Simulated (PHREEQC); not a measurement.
Make-up at 25 °C: 0.0015 mol Na2S, 0.051 mol NaHCO3 and 0.00013 mol ZnCl2 per kg of water. Closed to the air; pH follows from the charge balance.

Equilibrium calculation in PHREEQC: ion-association model, phreeqc.dat.

Each row changes one thing in this solution. No solid was allowed to form.

```tsv
case	pH	ionic strength (mol/kgw)	HS- (mol/kgw)	H2S (mol/kgw)
as made	8.49	0.0537	0.00121	2.72e-5
NaHCO3 left out	___	___	0.00121	___
ZnCl2 from 0.00013 to 6.5e-05 mol/kgw	8.49	0.0537	0.00134	3.00e-5
0.0016 mol/kgw Na2SO4 added	___	0.0581	0.00121	2.76e-5
Na2S from 0.0015 to 0.00165 mol/kgw	___	0.0541	0.00136	2.85e-5
ZnCl2 left out	8.49	0.0537	0.00147	3.29e-5
temperature from 25 to 85 °C	7.84	0.0515	0.00119	4.56e-5
```

Q: Some entries are withheld; supply them.

A: 
- NaHCO3 left out, pH: 11.14
- NaHCO3 left out, ionic strength (mol/kgw): 0.00302
- NaHCO3 left out, H2S (mol/kgw): 7.27e-8
- 0.0016 mol/kgw Na2SO4 added, pH: 8.48
- Na2S from 0.0015 to 0.00165 mol/kgw, pH: 8.52

Some of these states are supersaturated (in Sphalerite (slow to form), for instance). Away from 25 °C the constants follow the database's enthalpies or fits; those with neither stay at their 25 °C values.
